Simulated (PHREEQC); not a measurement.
PHREEQC input (ion-association model, wateq4f.dat):

```
SOLUTION_MASTER_SPECIES
  An  An-  0  An  62.0  # stands for a non-complexing anion
SOLUTION_SPECIES
  An- = An-
    -log_k 0
    -gamma 3.0 0
PHASES
  Fix_H+
    H+ = H+
    -log_k 0
SOLUTION 1
  temp 25
  units mmol/kgw
  pH 7 charge
  Cl 0.136
  Mn(2) 0.068
  Na 100
  An 100
END
SELECTED_OUTPUT 1
  -reset false
  -pH true
  -pe true
  -ionic_strength true
  -water true
  -totals Cl Mn Na Mn(2) Mn(3) Mn(6) Mn(7)
  -molalities Hfo_wOH Hfo_wOH2+ Hfo_wO- Hfo_sOH Hfo_sOH2+ Hfo_sO- Hfo_sOMn+ Hfo_wOMn+
  -saturation_indices Pyrochroite Halite
USER_PUNCH 1
  -headings sigma psi
  10 PUNCH EDL("sigma", "Hfo"), EDL("psi", "Hfo")
PRINT
  -reset false
USE solution 1
SURFACE 1
  Hfo_wOH 0.000116854 600 0.052
  Hfo_sOH 2.92135e-06
EQUILIBRIUM_PHASES 1
  Fix_H+ -3 HAn 10
    -force_equality true
END
# ... the last block is repeated for the other 12 points of pH, with NaOH or the acid as the point needs
```

Selected output (columns that matter, 13 of 13 rows; pH added in front):

```
pH	mu	Mn	Na	m_Hfo_wOH	m_Hfo_wOH2+	m_Hfo_wO-	m_Hfo_sOH	m_Hfo_sOH2+	m_Hfo_sO-	m_Hfo_sOMn+	si_Pyrochroite	si_Halite	sigma	psi
3	0.10147	6.8e-05	0.1	2.2343e-06	0.00011462	9.9776e-10	5.5857e-08	2.8655e-06	2.4944e-11	1.5863e-12	-13.77	-6.6728	0.36334	0.15262
3.5	0.10064	6.8e-05	0.1	6.3788e-06	0.00011047	8.4381e-09	1.5947e-07	2.7617e-06	2.1095e-10	1.5324e-11	-12.769	-6.6722	0.35016	0.15094
4	0.10038	6.8e-05	0.1	1.5567e-05	0.00010123	5.484e-08	3.8916e-07	2.5307e-06	1.3709e-09	1.4053e-10	-11.768	-6.672	0.32074	0.14652
4.5	0.10029	6.7999e-05	0.1	3.0384e-05	8.6225e-05	2.4528e-07	7.5929e-07	2.1547e-06	6.1294e-09	1.1968e-09	-10.768	-6.6719	0.27256	0.13825
5	0.10025	6.799e-05	0.1	4.7619e-05	6.8476e-05	7.5863e-07	1.1866e-06	1.7063e-06	1.8904e-08	9.4772e-09	-9.7683	-6.6719	0.21468	0.12614
5.5	0.10023	6.7928e-05	0.1	6.3234e-05	5.1851e-05	1.7666e-06	1.5429e-06	1.2651e-06	4.3105e-08	7.0206e-08	-8.7687	-6.6719	0.1589	0.11099
6	0.10022	6.7536e-05	0.1	7.5138e-05	3.8324e-05	3.3748e-06	1.5908e-06	8.114e-07	7.145e-08	4.4768e-07	-7.7712	-6.6719	0.11182	0.093608
6.5	0.10021	6.6231e-05	0.1	8.3117e-05	2.7955e-05	5.6614e-06	9.0605e-07	3.0473e-07	6.1714e-08	1.6489e-06	-6.7797	-6.6719	0.075172	0.074728
7	0.1002	6.4513e-05	0.1	8.7124e-05	2.0323e-05	8.5565e-06	2.1442e-07	5.0015e-08	2.1058e-08	2.6359e-06	-5.7911	-6.6719	0.047263	0.054551
7.5	0.10019	5.9922e-05	0.10001	8.5695e-05	1.339e-05	1.2564e-05	3.7564e-08	5.8694e-09	5.5073e-09	2.8724e-06	-4.8233	-6.6718	0.027537	0.035267
8	0.10018	4.7364e-05	0.10004	7.25e-05	5.7745e-06	2.0852e-05	9.4481e-09	7.5253e-10	2.7175e-09	2.9084e-06	-3.9258	-6.6717	0.017183	0.023001
8.5	0.10017	3.2035e-05	0.10007	4.8478e-05	1.5961e-06	3.373e-05	3.3969e-09	1.1184e-10	2.3636e-09	2.9155e-06	-3.0969	-6.6715	0.01184	0.016119
9	0.10017	2.0337e-05	0.10011	2.615e-05	3.4342e-07	4.5616e-05	1.3544e-09	1.7787e-11	2.3626e-09	2.9176e-06	-2.298	-6.6714	0.0073853	0.010154
```

The oxide is taken as insoluble; below pH 4 it would dissolve.
